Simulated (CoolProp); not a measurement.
A single-stage vapour-compression cycle with R141b: evaporating at 286.15 K (dew point), condensing at 321.15 K (bubble point), superheat 2 K, subcooling 8 K, compressor efficiency 0.6, no pressure losses. Each further row changes one setting.

Computed with CoolProp (reference Helmholtz-energy equation of state, Lemmon 2006). It is a short technical equation, of lower accuracy than the large ones.

| case | cooling COP | pressure ratio | discharge temperature (K) | refrigerating effect (kJ/kg) | volumetric capacity (kJ/m³) |
|---|---|---|---|---|---|
| as stated | 4.61 | 3.49 | 346.3 | 202 | 497 |
| evaporating temperature 291.15 K | 5.56 | 2.86 | 342.3 | 205 | 609 |
| condensing temperature 316.15 K | 5.47 | 2.98 | 338.9 | 208 | 511 |
| subcooling 13 K | 4.74 | 3.49 | 346.3 | 208 | 511 |
| superheat 12 K | 4.61 | 3.49 | 357.2 | 210 | 497 |
| compressor efficiency 0.5 | 3.84 | 3.49 | 356.5 | 202 | 497 |
